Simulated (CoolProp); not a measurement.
A Linde-Hampson liquefier for dry air: isothermal reversible compression at 300 K from 1 atm to 5 MPa, throttling to 1 atm, return gas leaving the recuperator 0 K below the feed. Each further row changes one setting.

Model: reference Helmholtz-energy equation of state, Lemmon 2000, in CoolProp. It is a pseudo-pure fit of the blend.

```tsv
case	liquid yield per pass	compression work (kJ/kg of gas)
as stated	…	335
high pressure 10 MPa	0.047	394
warm-end temperature 330 K	0.019	…
warm-end gap 5 K	…	335
```

Problem. Complete the blanks.

Solution. 
- as stated, liquid yield per pass: 0.025
- warm-end temperature 330 K, compression work (kJ/kg of gas): 369
- warm-end gap 5 K, liquid yield per pass: 0.013
